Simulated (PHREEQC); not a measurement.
Acid mine or pickling water

Synthetic water in mg/kgw, 25 °C, pH 2.51, pe 9.4: Na 17.9; K 67.4; Ca 29.7; Mg 71.1; Cl 21.1; S(6) as SO4 735; Cu(2) 5.55; Mn(2) 6.04; Zn 2.08.

Valence states are taken as typed.

All values are PHREEQC results (ion-association model, phreeqc.dat), not measurements.

This is a speciation only: nothing precipitates in the calculation.

Task: Predict the ionic strength, charge-balance error.

Result: ionic strength 0.0201 mol/kgw; charge-balance error -4.4 %.

Task: In which forms is Zn present?

Result: Zn+2 69 %, ZnSO4 29 %, Zn(SO4)2-2 1.3 % of the Zn.
